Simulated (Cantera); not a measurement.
Input: 1 mol Si3N4, 12 mol H2, 58 mol N2, equilibrated at 0.0120 bar.

Method: chemical equilibrium by Gibbs-energy minimisation in Cantera with the NASA 1993 tables (ideal gas, pure condensed phases). Candidate condensed phases: Si, Si3N4; 18 gas species. Gases not in the tables: Si2H6 and higher silanes. Rates play no part.

Problem. What share of the Si ends up in condensed phases as a function of T (°C), at 1502, 1527, 1552, 1577, 1602, 1627, 1652, 1677, 1702, 1727?

Solution. 
```tsv
T (°C)	Si condensed (%)	as
1502	99.6	Si3N4(s)
1527	99.3	Si3N4(s)
1552	98.9	Si(l)
1577	98.4	Si(l)
1602	97.8	Si(l)
1627	97.0	Si(l)
1652	95.9	Si(l)
1677	94.4	Si(l)
1702	92.4	Si(l)
1727	89.9	Si(l)
```
